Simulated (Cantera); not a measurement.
Charge: 1 mol Ta2O5, 6 mol CO, 6.8 mol H2, 6.1 mol C, equilibrated at 3.60 bar.

These are equilibrium values from Cantera (NASA tables, ideal gas, pure condensed phases), not measurements of a reactor. Candidate condensed phases: C, C6H6, C7H8, C8H18, H2O, Ta, TaC, Ta2O5; 113 gas species. Mutual solubility and eutectic melting of coexisting phases are not modelled. TaC: taken at fixed stoichiometry. Condensed phases not in the tables: Ta2C. Rates play no part. All values below are at 2398 K.

Base state: CO 0.600, H2 0.388, H 0.00518, H2O 0.00497, CO2 0.00130, TaO2 4.08e-5, OH 1.22e-5 (mole fractions); condensed: TaC(s) + Ta2O5(l).

**Question.** What changes in the equilibrium state with this change: pressure from 3.60 bar to 0.220 bar?

**Answer.** 
```
species         before     after
-------------  -------  --------
CO               0.600     0.609
H2               0.388     0.367
H              0.00518    0.0204
TaO2           4.08e-5  0.000580
TaO            4.64e-6  0.000175
H2O            0.00497   0.00178
CO2            0.00130  0.000500
OH             1.22e-5   1.81e-5
TaC(s), mol       1.77      1.17
Ta2O5(l), mol    0.113         0
Ta(s), mol           0     0.821
```
Condensed phases not in the tables: Ta2C, N, O or C dissolved in the metal.
